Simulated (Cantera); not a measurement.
A closed system holds: 1 mol Al(CH₃)₃, 24 mol N₂O, 57 mol H₂, equilibrated at 0.00370 bar.

These are equilibrium values from Cantera (NASA tables, ideal gas, pure condensed phases), not measurements of a reactor. Candidate condensed phases: Al, AlN, Al₂O₃, C, C₆H₆, C₇H₈, C₈H₁₈, H₂O; 148 gas species. The feed counts by its element totals alone. Kinetics and transport are ignored.

log p: log10 of the partial pressure in bar; n: condensed amount in mol.

```csv
T (K),log p H₂,log p N₂,log p H₂O,log p CO,log p CO₂,log p H,n Al₂O₃(s)
850,-2.74,-3.00,-3.13,-4.25,-4.16,-12.06,0.500
1000,-2.74,-3.00,-3.11,-4.11,-4.32,-10.02,0.500
1150,-2.75,-3.00,-3.11,-4.04,-4.47,-8.50,0.500
1300,-2.75,-3.00,-3.10,-4.00,-4.60,-7.33,0.500
1450,-2.75,-3.00,-3.10,-3.98,___,___,0.500
1600,-2.75,-3.00,-3.10,-3.96,___,___,0.500
1750,-2.75,-3.00,-3.10,-3.95,-4.86,-5.01,0.500
1900,-2.76,-3.00,-3.10,-3.95,-4.91,-4.48,0.500
```

Task: Complete the blanks.

Result: 
- 1600, log p CO₂: -4.79
- 1600, log p H: -5.64
- 1450, log p CO₂: -4.70
- 1450, log p H: -6.40
